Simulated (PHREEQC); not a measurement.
Consider water at 25 °C with 0.0051 mol/kgw KOH, 0.00046 mol/kgw H4SiO4 and 0.00011 mol/kgw CuSO4. Closed to the air; pH follows from the charge balance.

Model: ion-association model, wateq4f.dat, run in PHREEQC.

Precipitation was switched off in this run.

What pH does the model give?

pH 11.61.

In which forms is S present?

SO4-2 97 %, KSO4- 2.6 % of the S.

Saturation is exceeded, for instance for Cu(OH)2, Tenorite (slow to form); the values hold only as long as no solid forms. The database's constant for dissolved Cu(OH)2 is higher than later reviews accept.
